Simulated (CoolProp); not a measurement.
CHF3 (R23) at several states: Z from the reference equation and from simpler models built on Tc = 26.1 °C, pc = 4.832 MPa, ω = 0.263; each cubic takes its own stable root.

Model: reference Helmholtz-energy equation of state, Penoncello 2003, in CoolProp.

| T (°C) | p (MPa) | phase | reference |
|---|---|---|---|
| -15.45 | 26.4 | liquid | 0.6730 |
| 23.35 | 12.1 | liquid | 0.3380 |
| -53.65 | 0.0204 | gas | 0.9954 |
| -148.05 | 0.402 | liquid | 0.01611 |
| -5.75 | 0.0328 | gas | 0.9964 |
| 127.55 | 2.43 | gas | 0.9362 |

How far does each simpler model (van der Waals, Redlich-Kwong, Soave-Redlich-Kwong) lie from the reference over these 6 states: mean and median of the absolute difference, and the worst?


- van der Waals: mean 31.7 %, median 26.2 %, worst +80.4 % at -148.05 °C and 0.402 MPa
- Redlich-Kwong: mean 10.0 %, median 8.8 %, worst +21.2 % at -148.05 °C and 0.402 MPa
- Soave-Redlich-Kwong: mean 9.3 %, median 7.8 %, worst +20.5 % at 23.35 °C and 12.1 MPa
